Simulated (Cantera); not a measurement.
Silicon oxide and oxynitride deposition: TEOS + O₃ + N₂O

Charge: 1 mol TEOS, 4.7 mol O₃, 4.2 mol N₂O, at 2.10 mbar.

Equilibrium computed with Cantera from the NASA thermochemical tables; the gas is ideal and each condensed phase is pure. Candidate condensed phases: C, C₆H₆, C₇H₈, C₈H₁₈, H₂O, Si, SiC, SiO₂, Si₂N₂O, Si₃N₄; 151 gas species. The feed counts by its element totals alone. Kinetics and transport are ignored.

| T (K) | x CO₂ | x H₂O | x H₂ | x N₂ | x CO | x CH₄ | x NH₃ | n SiO₂(α-quartz) | n SiO₂(β-quartz) |
|---|---|---|---|---|---|---|---|---|---|
| 575 | 0.349 | 0.235 | 0.200 | 0.195 | 0.00746 | 0.0142 | 5.38e-6 | 1.00 | 0 |
| 625 | 0.342 | 0.215 | 0.233 | 0.190 | 0.0179 | 0.00156 | 2.84e-6 | 1.00 | 0 |
| 675 | 0.332 | 0.222 | 0.228 | 0.189 | 0.0284 | 9.86e-5 | 1.30e-6 | 1.00 | 0 |
| 725 | 0.321 | 0.233 | 0.217 | 0.189 | 0.0396 | 7.56e-6 | 6.33e-7 | 1.00 | 0 |
| 775 | 0.309 | 0.245 | 0.205 | 0.189 | 0.0513 | 7.39e-7 | 3.30e-7 | 1.00 | 0 |
| 825 | 0.297 | 0.257 | 0.194 | 0.189 | 0.0629 | 8.99e-8 | 1.82e-7 | 1.00 | 0 |
| 875 | 0.286 | 0.268 | 0.183 | 0.189 | 0.0741 | 1.32e-8 | 1.06e-7 | 0 | 1.00 |
| 925 | 0.276 | 0.278 | 0.172 | 0.189 | 0.0845 | 2.31e-9 | 6.50e-8 | 0 | 1.00 |
| 975 | 0.266 | 0.288 | 0.163 | 0.189 | 0.0941 | 4.68e-10 | 4.13e-8 | 0 | 1.00 |
x: gas mole fraction; n: condensed amount in mol.

From 575 K to 825 K the condensed part is SiO₂(α-quartz). From 875 K to 975 K the condensed part is SiO₂(β-quartz).
